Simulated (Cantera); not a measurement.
Thermodynamics of fluorocarbon and chlorocarbon gases, feed CHF₃ + H₂

Charge: 1 mol CHF₃, 1.3 mol H₂, equilibrated at 2752 °C and 10000 Pa.

Method: chemical equilibrium by Gibbs-energy minimisation in Cantera with the NASA 1993 tables (ideal gas, pure condensed phases). Candidate condensed phases: C, C₆H₆, C₇H₈, C₈H₁₈; 95 gas species. Equilibrium is a limit: real reactors are often held back by kinetics, nucleation or transport.

```yaml
x(HF): 0.832
x(H): 0.105
x(H₂): 0.0378
x(F): 0.0149
x(C₃): 0.00406
x(C₂H₂ (acetylene)): 0.00252
x(CF): 0.00182
x(C₂H): 0.00125
x(C): 0.000642
n(C(graphite)): 0.915 mol
gas_amount: 3.535 mol
```
